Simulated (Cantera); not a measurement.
Cantera run, input and output.

```python
import numpy as np
import cantera as ct

gas = ct.Solution("gri30.yaml", transport_model="multicomponent")
show = ['O', 'H2', 'CH4']

rows = []
print(f"{'T/K':>7s}{'rho':>11s}{'cp':>10s}{'mu':>11s}{'lambda':>11s}{'Pr':>7s}" + "".join(f"{'D_' + s:>11s}" for s in show))
for T in [400, 650, 900, 1150, 1400, 1650]:
    gas.TPX = T, 600000, {'H2': 0.95, 'C2H4': 0.89, 'C2H2': 0.93}
    Pr = gas.cp_mass * gas.viscosity / gas.thermal_conductivity
    D = [gas.mix_diff_coeffs_mole[gas.species_index(s)] for s in show]
    rows.append([gas.density, gas.cp_mass, gas.viscosity, gas.thermal_conductivity, Pr, *D])
    print(f"{T:7g}{gas.density:11.4e}{gas.cp_mass:10.1f}{gas.viscosity:11.4e}"
          f"{gas.thermal_conductivity:11.4e}{Pr:7.3f}" + "".join(f"{d:11.4e}" for d in D))
print("SI units: kg/m3, J/kg/K, Pa s, W/m/K, m2/s")
```

Output:

```
    T/K        rho        cp         mu     lambda     Pr        D_O       D_H2      D_CH4
    400 3.3280e+00    2376.1 1.3868e-05 6.6812e-02  0.493 9.6799e-06 1.7294e-05 6.7362e-06
    650 2.0480e+00    2929.9 2.0654e-05 1.1025e-01  0.549 2.2456e-05 3.9516e-05 1.5926e-05
    900 1.4791e+00    3301.8 2.6330e-05 1.5231e-01  0.571 3.8979e-05 6.8183e-05 2.7869e-05
   1150 1.1576e+00    3601.7 3.1318e-05 1.9367e-01  0.582 5.8808e-05 1.0257e-04 4.2221e-05
   1400 9.5086e-01    3826.6 3.5838e-05 2.3375e-01  0.587 8.1661e-05 1.4221e-04 5.8761e-05
   1650 8.0679e-01    3998.8 4.0017e-05 2.7220e-01  0.588 1.0733e-04 1.8676e-04 7.7339e-05
SI units: kg/m3, J/kg/K, Pa s, W/m/K, m2/s
```

Computed with Cantera and GRI-Mech 3.0 (53 species, 325 reactions). The composition is frozen, though it would react at the higher temperatures.
